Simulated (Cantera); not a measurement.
## Low-pressure radical oxidation in H2/O2

An isothermal, constant-pressure homogeneous reactor starts with H2 : O2 = 0.15 : 0.31 (molar parts), equivalence ratio 0.24, at 1250 K and 0.0263 atm.

Cantera simulation using the H2/O2 subset of GRI-Mech 3.0, which has no nitrogen chemistry; the numbers are that mechanism's predictions, not measurements. Radical loss at walls, strong at low pressure, is not modelled. The temperature is held fixed by assumption; the heat of reaction is taken as removed at once.

| t (s) | x H2 | x O2 | x H2O | x O | x H | x HO2 |
|---|---|---|---|---|---|---|
| 0.000300 | 0.323 | 0.672 | 0.00244 | 0.000703 | 0.00172 | 4.65e-6 |
| 0.00107 | 0.0202 | 0.527 | 0.262 | 0.0745 | 0.101 | 1.88e-5 |
| 0.00383 | 0.00851 | 0.583 | 0.351 | 0.0260 | 0.0214 | 2.24e-5 |
| 0.0137 | 0.000648 | 0.608 | 0.387 | 0.00187 | 0.000401 | 9.84e-6 |
| 0.0490 | 4.46e-5 | 0.610 | 0.389 | 0.000132 | 7.51e-6 | 1.36e-6 |
| 0.175 | 5.90e-6 | 0.610 | 0.389 | 1.81e-5 | 3.81e-7 | 2.26e-7 |
| 0.626 | 1.15e-6 | 0.610 | 0.390 | 3.59e-6 | 3.36e-8 | 5.87e-8 |
| 2.24 | 2.82e-7 | 0.610 | 0.390 | 8.94e-7 | 4.19e-9 | 3.49e-8 |
| 8.00 | 1.17e-7 | 0.610 | 0.390 | 3.69e-7 | 1.13e-9 | 3.95e-8 |
x: mole fraction; the columns are a selection and need not sum to one.

Equilibrium at this temperature and pressure: H2 1.06e-7, O2 0.610, H2O 0.390, O 3.33e-7, H 9.71e-10, HO2 4.06e-8 (gas phase only).
